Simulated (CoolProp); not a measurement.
R1336mzz(E) along the isotherm 302.7 K: fugacity coefficient from the reference equation and from simpler models built on Tc = 403.5 K, pc = 2.779 MPa, ω = 0.413; each cubic takes its own stable root.

Model: reference Helmholtz-energy equation of state, Akasaka 2023, in CoolProp.

```tsv
p (MPa)	phase	reference
0.0132	gas	0.9953
0.0213	gas	0.9924
0.0344	gas	0.9878
0.0556	gas	0.9802
0.0898	gas	0.9681
0.145	gas	0.9485
0.234	liquid	0.8898
0.379	liquid	0.5534
0.612	liquid	0.3467
0.989	liquid	0.2186
1.6	liquid	0.1393
2.58	liquid	0.09064
4.17	liquid	0.06064
```

Problem. How far does each simpler model (van der Waals, Redlich-Kwong, Soave-Redlich-Kwong, Peng-Robinson) lie from the reference over these 13 states: mean and median of the absolute difference, and the worst?

Solution. 
- van der Waals: mean 86.8 %, median 6.9 %, worst +246.0 % at 302.7 K and 4.17 MPa
- Redlich-Kwong: mean 36.8 %, median 5.2 %, worst +86.0 % at 302.7 K and 4.17 MPa
- Soave-Redlich-Kwong: mean 1.3 %, median 1.2 %, worst +4.1 % at 302.7 K and 4.17 MPa
- Peng-Robinson: mean 0.2 %, median 0.2 %, worst +0.4 % at 302.7 K and 4.17 MPa

At some of these states van der Waals, Redlich-Kwong gives the other phase, because its saturation line lies elsewhere.
